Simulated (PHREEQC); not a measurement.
Consider water at 88 °C with 0.12 mol/kgw CuCl2, 0.013 mol/kgw HCl and 3.3e-05 mol/kgw KCl. Closed to the air; pH follows from the charge balance.

Model: ion-association model, wateq4f.dat, run in PHREEQC.

```json
{
  "pH": "2.00",
  "ionic_strength": "0.216 mol/kgw",
  "total_alkalinity": "-13.0 meq/kg"
}
```

```tsv
species	molality	activity	log γ
Cl-	0.172	0.116	-0.171
CuCl+	0.0711	0.0486	-0.166
Cu+2	0.0438	0.0122	-0.556
H+	0.0130	0.0100	-0.112
CuCl2	0.00505	0.00530	0.022
K+	3.30e-5	2.23e-5	-0.171
CuCl3-	8.03e-6	5.48e-6	-0.166
Cu2(OH)2+2	4.31e-8	1.11e-8	-0.588
CuCl4-2	4.27e-8	1.06e-8	-0.605
CuOH+	1.77e-8	1.21e-8	-0.166
```

Precipitation was switched off in this run. Complexes and solids missing from the database can't appear. At this temperature some constants are extrapolated from 25 °C, and those without enthalpy data are left unchanged.
